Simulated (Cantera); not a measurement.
What does this Cantera script print?

```python
import numpy as np
import cantera as ct

gas_names = """
    H H2 N NH NH2 NH3 N2 N2H2 N2H4
""".split()
cond_names = """

""".split()


# ... load() reads the species with a 1 bar reference pressure and builds the phases ...
atoms = {
    'NH3': {'N': 1, 'H': 3},
    'H2': {'H': 2},
}
top_T = {}  # K; cautious upper limits of use, not melting points


# ... equilibrate(T, P, feed) seeds the gas with the atoms and calls Mixture.equilibrate('TP', solver="vcs", rtol=1e-11, max_steps=5000) ...
results = []
feed = {'NH3': 1, 'H2': 3.4}  # mol
T = 950  # K
P = 100000  # Pa
mix = equilibrate(T, P, feed)
results.append((T, P, feed, dict(zip(mix.species_names, mix.species_moles))))
x = sorted(zip(gas.X, gas.species_names), reverse=True)
print(f"T = {T:g} K  P = {P:g} Pa  gas = {mix.phase_moles(0):.4g} mol")
print("   x: " + "  ".join(f"{s} {v:.3e}" for v, s in x if v > 1e-06))
print("   condensed (mol): " + ("  ".join(f"{mix.phase(i).name} {mix.phase_moles(i):.4g}"
      for i in range(1, mix.n_phases) if mix.phase_moles(i) > 1e-12) or "none"))
```

Output:

```
T = 950 K  P = 100000 Pa  gas = 5.399 mol
   x: H2 9.073e-01  N2 9.250e-02  NH3 2.167e-04
   condensed (mol): none
```

Method: chemical equilibrium by Gibbs-energy minimisation in Cantera with the NASA 1993 tables (ideal gas, pure condensed phases).
